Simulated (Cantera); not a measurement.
An adiabatic, constant-pressure homogeneous reactor starts with 20.1 % CH3OH, 16.8 % O2, 63.1 % N2, at 1350 K and 1.00 bar.

Computed with Cantera and GRI-Mech 3.0 (53 species, 325 reactions). GRI-Mech 3.0 was tuned for natural gas; its chemistry of methanol as a main component is partial and can be far from experiment.

x: mole fraction; the columns are a selection and need not sum to one.

| t (s) | T (K) | x CH3OH | x O2 | x H2O2 | x H2 | x H2O |
|---|---|---|---|---|---|---|
| 2.00e-6 | 1350 | 0.201 | 0.168 | 1.51e-11 | 5.51e-7 | 8.42e-7 |
| 8.26e-6 | 1350 | 0.201 | 0.168 | (withheld) | 2.61e-6 | 3.57e-6 |
| 3.41e-5 | 1350 | 0.201 | 0.168 | (withheld) | 1.20e-5 | 1.51e-5 |
| 0.000141 | 1350 | 0.201 | 0.168 | (withheld) | 6.41e-5 | 7.97e-5 |
| 0.000582 | 1354 | 0.198 | 0.166 | (withheld) | 0.00118 | 0.00190 |
| 0.00240 | 2547 | <1e-12 | 0.000305 | 3.02e-8 | 0.0959 | 0.220 |
| 0.00993 | 2546 | <1e-12 | 0.000291 | 2.92e-8 | 0.0961 | 0.220 |
| 0.0410 | 2545 | <1e-12 | 0.000287 | 2.89e-8 | 0.0963 | 0.220 |
| 0.169 | 2545 | <1e-12 | 0.000287 | 2.89e-8 | 0.0963 | 0.220 |
| 0.700 | 2545 | <1e-12 | 0.000287 | 2.89e-8 | 0.0963 | 0.220 |

Q: Fill in the missing entries.

A: 
- 8.26e-6, x H2O2: 1.60e-9
- 3.41e-5, x H2O2: 1.29e-7
- 0.000141, x H2O2: 5.24e-6
- 0.000582, x H2O2: 0.000153
